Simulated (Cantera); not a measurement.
What does this Cantera script print?

```python
import numpy as np
import cantera as ct

gas_names = [...]  # 109 gases of nasa_gas.yaml made of C, Cl, H, Si
cond_names = """
    C(gr) C6H6(L) C7H8(L) C8H18(L),n-octa Si(cr) Si(L) SiC(b)
""".split()


# ... load() reads the species with a 1 bar reference pressure and builds the phases ...
atoms = {
    'SiCl4': {'Si': 1, 'CL': 4},
    'C2H4': {'C': 2, 'H': 4},
    'H2': {'H': 2},
}
top_T = {'C(gr)': 4500, 'SiC(b)': 3050}  # K; cautious upper limits of use, not melting points


# ... equilibrate(T, P, feed) seeds the gas with the atoms and calls Mixture.equilibrate('TP', solver="vcs", rtol=1e-11, max_steps=5000) ...
results = []
feed = {'SiCl4': 1, 'C2H4': 0.12, 'H2': 11}  # mol
T = 2475  # K
for P in [100, 320, 1000, 3200, 10000, 32000, 100000]:
    mix = equilibrate(T, P, feed)
    results.append((T, P, feed, dict(zip(mix.species_names, mix.species_moles))))

top = {s: max(r[3][s] / sum(r[3][g] for g in gas_names) for r in results) for s in gas_names}
cols = sorted((s for s in top if top[s] > 0.0001), key=lambda s: -top[s])[:8]
seen = [c for c in cond_names if any(r[3].get(c, 0) > 1e-12 for r in results)]
print("log10 of partial pressures in bar; condensed amounts in mol")
print(f"{'P/Pa':>10s}" + "".join(f"{s[:9]:>10s}" for s in cols + seen))
for T, P, feed, n in results:
    ng = sum(n[g] for g in gas_names)
    print(f"{P:10.4g}" + "".join(f"{np.log10(max(n[s] / ng * P / 1e5, 1e-99)):10.3f}" for s in cols)
          + "".join(f"{n.get(c, 0):10.4g}" for c in seen))
```

Output:

```
log10 of partial pressures in bar; condensed amounts in mol
      P/Pa        H2         H       HCL        CL     SiCL2        Si      SiCL      SiC2    SiC(b)
       100    -3.482    -3.389    -3.956    -4.013    -6.191    -4.343    -5.891    -5.341         0
       320    -2.844    -3.070    -3.293    -3.668    -4.989    -3.831    -5.034    -4.820         0
      1000    -2.268    -2.782    -2.722    -3.386    -3.989    -3.396    -4.317    -4.358         0
      3200    -1.708    -2.502    -2.197    -3.141    -3.143    -3.039    -3.715    -3.941         0
     1e+04    -1.174    -2.235    -1.705    -2.915    -2.461    -2.808    -3.258    -3.913    0.1159
   3.2e+04    -0.645    -1.970    -1.210    -2.685    -1.848    -2.655    -2.876    -4.066    0.1892
     1e+05    -0.137    -1.716    -0.725    -2.455    -1.298    -2.567    -2.556    -4.155    0.2121
```

These are equilibrium values from Cantera (NASA tables, ideal gas, pure condensed phases), not measurements of a reactor. The tables' values for SiCl, SiCl3 are old estimates; treat these amounts as uncertain. Gases not in the tables: Si2H6 and higher silanes.
